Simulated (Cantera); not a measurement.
What does this Cantera script print?

```python
import numpy as np
import cantera as ct

gas_names = """
    C CH CH2 CH3 CH2OH CH3O CH4 CH3OH CO CO2 COOH C2 C2H CHCO,ketyl C2H2,acetylene C2H2,vinylidene
    CH2CO,ketene C2H3,vinyl CH3CO,acetyl C2H4 C2H4O,ethylen CH3CHO,ethanal CH3COOH (HCOOH)2 C2H5 C2H6
    CH3OCH3 C2H5OH C2O C3 C3H3,propargyl C3H4,allene C3H4,propyne C3H4,cyclo- C3H5,allyl C3H6,propylene
    C3H6,cyclo- C3H6O C3H7,n-propyl C3H7,i-propyl C3H8 C3H8O,1propanol C3H8O,2propanol C3O2 C4 C4H2
    C4H4,1,3-cyclo- C4H6,butadiene C4H6,2-butyne C4H6,cyclo- C4H8,1-butene C4H8,cis2-buten
    C4H8,tr2-butene C4H8,isobutene C4H8,cyclo- (CH3COOH)2 C4H9,n-butyl C4H9,i-butyl C4H9,s-butyl
    C4H9,t-butyl C4H10,isobutane C4H10,n-butane C5 C5H6,1,3cyclo- C5H8,cyclo- C5H10,1-pentene
    C5H10,cyclo- C5H11,pentyl C5H11,t-pentyl C5H12,n-pentane C5H12,i-pentane CH3C(CH3)2CH3 C6H2
    C6H5,phenyl C6H5O,phenoxy C6H6 C6H5OH,phenol C6H10,cyclo- C6H12,1-hexene C6H12,cyclo- C6H13,n-hexyl
    C7H7,benzyl C7H8 C7H8O,cresol C7H14,1-heptene C7H15,n-heptyl C7H16,n-heptane C8H8,styrene
    C8H10,ethylbenz C8H16,1-octene C8H17,n-octyl C8H18,isooctane C8H18,n-octane C9H19,n-nonyl
    C10H8,naphthale C10H21,n-decyl C12H9,o-bipheny C12H10,bipheny Cu CuO Cu2 H HCO HO2 H2
    HCHO,formaldehy HCOOH H2O H2O2 O OH O2 O3
""".split()
cond_names = """
    C(gr) C6H6(L) C7H8(L) C8H18(L),n-octa Cu(cr) Cu(L) CuO(s) CuO2H2(s) Cu2O(s) Cu2O(L) H2O(s) H2O(L)
""".split()


def load(file, names, dense=False):
    # The tables refer to 1 bar. Condensed volumes are neglected.
    table = {s.name: s for s in ct.Species.list_from_file(file)}
    out = []
    for n in names:
        d = dict(table[n].input_data)
        d["thermo"] = dict(d["thermo"], **{"reference-pressure": 1e5})
        if dense:
            d["equation-of-state"] = {"model": "constant-volume", "density": "1e6 g/cm^3"}
        out.append(ct.Species.from_dict(d))
    return out


gas = ct.Solution(thermo="ideal-gas", species=load("nasa_gas.yaml", gas_names))
cond = {s.name: ct.Solution(thermo="fixed-stoichiometry", species=[s], name=s.name)
        for s in load("nasa_condensed.yaml", cond_names, dense=True)}
atoms = {
    'CuO': {'Cu': 1, 'O': 1},
    'CH4': {'C': 1, 'H': 4},
    'CO': {'C': 1, 'O': 1},
    'C': {'C': 1},
}
top_T = {'C(gr)': 4500, 'CuO(s)': 1390}  # K; cautious upper limits of use, not melting points


def equilibrate(T, P, feed):
    n = {}
    for name, mol in feed.items():
        for a, k in atoms[name].items():
            n[a] = n.get(a, 0.0) + k * mol
    gas.TPX = T, P, n
    mass = sum(n.values()) * gas.mean_molecular_weight
    gas.equilibrate("TP")
    valid = [c for c in cond.values() if c.min_temp <= T <= top_T.get(c.name, c.max_temp)]
    mix = ct.Mixture([(gas, mass / gas.mean_molecular_weight)] + [(c, 0.0) for c in valid])
    mix.T, mix.P = T, P
    mix.equilibrate("TP", solver="vcs", rtol=1e-11, max_steps=5000)
    return mix


results = []
feed = {'CuO': 1, 'CH4': 5.3, 'CO': 0.015, 'C': 1.7}  # mol
P = 450000  # Pa
for T in [1723, 1798, 1873, 1948, 2023, 2098, 2173, 2248, 2323]:
    mix = equilibrate(T, P, feed)
    results.append((T, P, feed, dict(zip(mix.species_names, mix.species_moles))))
    x = sorted(zip(gas.X, gas.species_names), reverse=True)
    print(f"T = {T:g} K  P = {P:g} Pa  gas = {mix.phase_moles(0):.4g} mol")
    print("   x: " + "  ".join(f"{s} {v:.3e}" for v, s in x if v > 0.001))
    print("   condensed (mol): " + ("  ".join(f"{mix.phase(i).name} {mix.phase_moles(i):.4g}"
          for i in range(1, mix.n_phases) if mix.phase_moles(i) > 1e-12) or "none"))
```

Result:

```
T = 1723 K  P = 450000 Pa  gas = 11.57 mol
   x: H2 9.083e-01  CO 8.756e-02  CH4 3.735e-03
   condensed (mol): C(gr) 5.956  Cu(L) 0.9994
T = 1798 K  P = 450000 Pa  gas = 11.58 mol
   x: H2 9.090e-01  CO 8.752e-02  CH4 2.880e-03
   condensed (mol): C(gr) 5.964  Cu(L) 0.9986
T = 1873 K  P = 450000 Pa  gas = 11.59 mol
   x: H2 9.093e-01  CO 8.748e-02  CH4 2.268e-03
   condensed (mol): C(gr) 5.967  Cu(L) 0.9968
T = 1948 K  P = 450000 Pa  gas = 11.6 mol
   x: H2 9.091e-01  CO 8.743e-02  CH4 1.820e-03
   condensed (mol): C(gr) 5.967  Cu(L) 0.9932
T = 2023 K  P = 450000 Pa  gas = 11.62 mol
   x: H2 9.082e-01  CO 8.734e-02  CH4 1.483e-03  Cu 1.182e-03
   condensed (mol): C(gr) 5.964  Cu(L) 0.9861
T = 2098 K  P = 450000 Pa  gas = 11.63 mol
   x: H2 9.065e-01  CO 8.721e-02  Cu 2.277e-03  H 1.381e-03  C2H2,acetylene 1.294e-03  CH4 1.226e-03
   condensed (mol): C(gr) 5.955  Cu(L) 0.9732
T = 2173 K  P = 450000 Pa  gas = 11.66 mol
   x: H2 9.035e-01  CO 8.700e-02  Cu 4.185e-03  H 2.162e-03  C2H2,acetylene 1.994e-03  CH4 1.024e-03
   condensed (mol): C(gr) 5.941  Cu(L) 0.9505
T = 2248 K  P = 450000 Pa  gas = 11.71 mol
   x: H2 8.987e-01  CO 8.666e-02  Cu 7.374e-03  H 3.283e-03  C2H2,acetylene 2.977e-03
   condensed (mol): C(gr) 5.919  Cu(L) 0.9122
T = 2323 K  P = 450000 Pa  gas = 11.78 mol
   x: H2 8.912e-01  CO 8.613e-02  Cu 1.251e-02  H 4.846e-03  C2H2,acetylene 4.315e-03
   condensed (mol): C(gr) 5.888  Cu(L) 0.8495
```

These are equilibrium values from Cantera (NASA tables, ideal gas, pure condensed phases), not measurements of a reactor.
